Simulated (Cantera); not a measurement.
Charge: 1 mol BN, 39 mol HF, 4.8 mol H₂, equilibrated at 1750 °C and 0.100 bar.

Method: chemical equilibrium by Gibbs-energy minimisation in Cantera with the NASA 1993 tables (ideal gas, pure condensed phases). Candidate condensed phases: B, BN; 31 gas species. The tables' values for BF₂ are old estimates; treat these amounts as uncertain. Equilibrium is a limit: real reactors are often held back by kinetics, nucleation or transport.

Base state: HF 0.821, H₂ 0.142, BF₃ 0.0223, N₂ 0.0114, H 0.00227, BF₂ 0.000428, BHF₂ 3.64e-5 (mole fractions); condensed: gas only.

Task: What changes in the equilibrium state with this change: temperature from 1750 °C to 1375 °C?

Result: 
```tsv
species	before	after
HF	0.821	0.822
H₂	0.142	0.144
BF₃	0.0223	0.0228
H	0.00227	0.000107
N₂	0.0114	0.0114
BF₂	0.000428	1.21e-5
BHF₂	3.64e-5	7.33e-6
```

Task: What changes in the equilibrium state with this change: temperature from 1750 °C to 1427 °C?

Result: 
| species | before | after |
|---|---|---|
| HF | 0.821 | 0.822 |
| H₂ | 0.142 | 0.144 |
| BF₃ | 0.0223 | 0.0228 |
| H | 0.00227 | 0.000177 |
| N₂ | 0.0114 | 0.0114 |
| BF₂ | 0.000428 | 2.19e-5 |
| BHF₂ | 3.64e-5 | 9.59e-6 |
